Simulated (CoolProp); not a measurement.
R125 along the isobar 13.2 MPa: fugacity coefficient from the reference equation and from simpler models built on Tc = 66.0 °C, pc = 3.618 MPa, ω = 0.305; each cubic takes its own stable root.

Values from CoolProp's reference Helmholtz-energy equation of state, Lemmon 2005.

```
T (°C)          phase  reference  Soave-Redlich-Kwong  Peng-Robinson
------  -------------  ---------  -------------------  -------------
9.25           liquid    0.09111              0.09751        0.08988
22.35          liquid     0.1238               0.1329         0.1224
35.35          liquid     0.1618               0.1740         0.1603
48.45          liquid     0.2050               0.2208         0.2034
61.55          liquid     0.2523               0.2719         0.2506
74.55   supercritical     0.3023               0.3256         0.3004
87.65   supercritical     0.3546               0.3814         0.3522
100.75  supercritical     0.4074               0.4375         0.4043
113.75  supercritical     0.4592               0.4921         0.4552
126.85  supercritical     0.5095               0.5448         0.5045
139.95  supercritical     0.5571               0.5945         0.5512
152.95  supercritical     0.6011               0.6405         0.5946
166.05  supercritical     0.6420               0.6831         0.6351
```
